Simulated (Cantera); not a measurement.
Charge: 1 mol BCl3, 0.22 mol N2, at 875 K and 1330 Pa.

Equilibrium computed with Cantera from the NASA thermochemical tables; the gas is ideal and each condensed phase is pure. Candidate condensed phases: B, BN; 10 gas species. Rates play no part.

Base state: BCl3 0.820, N2 0.180 (mole fractions); condensed: gas only.

What changes in the equilibrium state with this change: 0.0023 mol H2O added?


```csv
species,before,after
BCl3,0.820,0.816
N2,0.180,0.180
HCl,0,0.00376
B3O3Cl3,0,0.000627
```
Further candidate phases: B2O3, B3O3H3, H2O, NH4Cl.

What changes in the equilibrium state with this change: 0.13 mol H2O added?


```tsv
species	before	after
BCl3	0.820	0.624
HCl	0	0.187
N2	0.180	0.158
B3O3Cl3	0	0.0311
```
Further candidate phases: B2O3, B3O3H3, H2O, NH4Cl.
